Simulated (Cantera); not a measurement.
Mixture: CH4 : O2 : N2 = 1 : 1.8 : 11.9 (molar parts), equivalence ratio 1.1, at 1.00 bar, adiabatic and at constant pressure. Ignition delay is the time to a rise of 400 K.

Detailed kinetics in Cantera: GRI-Mech 3.0 (53 species, 325 reactions).

Problem. Predict: delay at 1000 K; delay at 1200 K; delay at 1400 K; delay at 1600 K; delay at 1800 K; apparent activation energy between 1700 and 1900 K.

Solution. 
```
Quantity                                                Result
--------------------------------------------------  ----------
delay at 1000 K                                         1.99 s
delay at 1200 K                                        84.4 ms
delay at 1400 K                                        6.17 ms
delay at 1600 K                                       0.748 ms
delay at 1800 K                                       0.163 ms
apparent activation energy between 1700 and 1900 K  170 kJ/mol
```
